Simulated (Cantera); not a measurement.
What does this Cantera script print?

```python
import numpy as np
import cantera as ct

gas_names = """
    H HO2 H2 H2O H2O2 O OH O2 O3 Pb PbO Pb2
""".split()
cond_names = """
    H2O(s) H2O(L) Pb(cr) Pb(L) PbO(rd) PbO(yw) PbO(L) PbO2(s) Pb3O4(s)
""".split()


# ... load() reads the species with a 1 bar reference pressure and builds the phases ...
atoms = {
    'Pb': {'Pb': 1},
    'H2O': {'H': 2, 'O': 1},
    'H2': {'H': 2},
}
top_T = {'Pb3O4(s)': 820}  # K; cautious upper limits of use, not melting points


# ... equilibrate(T, P, feed) seeds the gas with the atoms and calls Mixture.equilibrate('TP', solver="vcs", rtol=1e-11, max_steps=5000) ...
results = []
feed = {'Pb': 1, 'H2O': 8.6, 'H2': 2.2}  # mol
P = 100000  # Pa
for T in [748, 848, 948, 1048, 1148, 1248, 1348, 1448, 1548, 1648, 1748, 1848, 1948]:
    mix = equilibrate(T, P, feed)
    results.append((T, P, feed, dict(zip(mix.species_names, mix.species_moles))))

top = {s: max(r[3][s] / sum(r[3][g] for g in gas_names) for r in results) for s in gas_names}
cols = sorted((s for s in top if top[s] > 0.001), key=lambda s: -top[s])[:9]
seen = [c for c in cond_names if any(r[3].get(c, 0) > 1e-12 for r in results)]
print("log10 of partial pressures in bar; condensed amounts in mol")
print(f"{'T/K':>10s}" + "".join(f"{s[:9]:>10s}" for s in cols + seen))
for T, P, feed, n in results:
    ng = sum(n[g] for g in gas_names)
    print(f"{T:10.4g}" + "".join(f"{np.log10(max(n[s] / ng * P / 1e5, 1e-99)):10.3f}" for s in cols)
          + "".join(f"{n.get(c, 0):10.4g}" for c in seen))
```

Result:

```
log10 of partial pressures in bar; condensed amounts in mol
       T/K       H2O        H2        Pb       PbO     Pb(L)
       748    -0.099    -0.691    -8.058   -15.157         1
       848    -0.099    -0.691    -6.524   -12.628         1
       948    -0.099    -0.691    -5.320   -10.634    0.9999
      1048    -0.099    -0.691    -4.350    -9.023    0.9995
      1148    -0.099    -0.691    -3.553    -7.694     0.997
      1248    -0.099    -0.692    -2.886    -6.579    0.9859
      1348    -0.101    -0.693    -2.321    -5.631    0.9481
      1448    -0.105    -0.697    -1.836    -4.816    0.8398
      1548    -0.116    -0.708    -1.415    -4.107    0.5667
      1648    -0.138    -0.729    -1.074    -3.514         0
      1748    -0.138    -0.728    -1.075    -3.291         0
      1848    -0.138    -0.728    -1.077    -3.094         0
      1948    -0.138    -0.727    -1.079    -2.918         0
```

Cantera equilibrium calculation (NASA polynomials, part measured and part estimated; ideal gas, pure solids and liquids). Gases not in the tables: (PbO)n polymers.
